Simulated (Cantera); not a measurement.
An adiabatic, constant-pressure homogeneous reactor starts with CO : H₂ : O₂ : N₂ = 1 : 0.77 : 0.681 : 2.56 (molar parts), at 1075 K and 85000 Pa. Integrator tolerance rtol = 1e-08.

Cantera simulation using GRI-Mech 3.0 (53 species, 325 reactions); the numbers are that mechanism's predictions, not measurements.

### Question
What does this change do: H2 0.77 to 1.3 parts?

### Answer
```json
[
 {"quantity": "time of steepest temperature rise", "before": "0.148 ms", "after": "0.145 ms"},
 {"quantity": "temperature at 6.00 s", "before": "2677 K", "after": "2657 K"},
 {"quantity": "equilibrium temperature", "before": "2677 K", "after": "2657 K"},
 {"quantity": "x(CO) at 6.00 s", "before": "0.107 (gas-phase equilibrium 0.107)", "after": "0.136 (gas-phase equilibrium 0.136)"},
 {"quantity": "x(H₂) at 6.00 s", "before": "0.0195 (gas-phase equilibrium 0.0195)", "after": "0.0597 (gas-phase equilibrium 0.0597)"},
 {"quantity": "x(O₂) at 6.00 s", "before": "0.0111 (gas-phase equilibrium 0.0111)", "after": "0.00182 (gas-phase equilibrium 0.00182)"},
 {"quantity": "x(H₂O₂) at 6.00 s", "before": "1.39e-7 (gas-phase equilibrium 1.39e-7)", "after": "7.31e-8 (gas-phase equilibrium 7.31e-8)"},
 {"quantity": "x(NO₂) at 6.00 s", "before": "9.56e-7 (gas-phase equilibrium 9.56e-7)", "after": "1.47e-7 (gas-phase equilibrium 1.47e-7)"},
 {"quantity": "x(HO₂) at 6.00 s", "before": "2.77e-6 (gas-phase equilibrium 2.77e-6)", "after": "7.92e-7 (gas-phase equilibrium 7.92e-7)"}
]
```

### Question
What does this change do: H2 0.77 to 0.58 parts?

### Answer
```
quantity                                                            before                                    after
---------------------------------  ---------------------------------------  ---------------------------------------
time of steepest temperature rise                                 0.148 ms                                 0.154 ms
temperature at 6.00 s                                               2677 K                                   2662 K
equilibrium temperature                                             2677 K                                   2662 K
x(CO) at 6.00 s                        0.107 (gas-phase equilibrium 0.107)    0.0927 (gas-phase equilibrium 0.0927)
x(H₂) at 6.00 s                      0.0195 (gas-phase equilibrium 0.0195)    0.0114 (gas-phase equilibrium 0.0114)
x(O₂) at 6.00 s                      0.0111 (gas-phase equilibrium 0.0111)    0.0184 (gas-phase equilibrium 0.0184)
x(H₂O₂) at 6.00 s                  1.39e-7 (gas-phase equilibrium 1.39e-7)  1.39e-7 (gas-phase equilibrium 1.39e-7)
x(NO₂) at 6.00 s                   9.56e-7 (gas-phase equilibrium 9.56e-7)  1.60e-6 (gas-phase equilibrium 1.60e-6)
x(HO₂) at 6.00 s                   2.77e-6 (gas-phase equilibrium 2.77e-6)  3.50e-6 (gas-phase equilibrium 3.50e-6)
```

### Question
What does this change do: initial temperature 1075 to 1650 K?

### Answer
| quantity | before | after |
|---|---|---|
| time of steepest temperature rise | 0.148 ms | 12.8 µs |
| temperature at 6.00 s | 2677 K | 2846 K |
| equilibrium temperature | 2677 K | 2846 K |
| x(CO) at 6.00 s | 0.107 (gas-phase equilibrium 0.107) | 0.128 (gas-phase equilibrium 0.128) |
| x(H₂) at 6.00 s | 0.0195 (gas-phase equilibrium 0.0195) | 0.0247 (gas-phase equilibrium 0.0247) |
| x(O₂) at 6.00 s | 0.0111 (gas-phase equilibrium 0.0111) | 0.0199 (gas-phase equilibrium 0.0199) |
| x(H₂O₂) at 6.00 s | 1.39e-7 (gas-phase equilibrium 1.39e-7) | 2.17e-7 (gas-phase equilibrium 2.17e-7) |
| x(NO₂) at 6.00 s | 9.56e-7 (gas-phase equilibrium 9.56e-7) | 1.86e-6 (gas-phase equilibrium 1.86e-6) |
| x(HO₂) at 6.00 s | 2.77e-6 (gas-phase equilibrium 2.77e-6) | 5.72e-6 (gas-phase equilibrium 5.72e-6) |
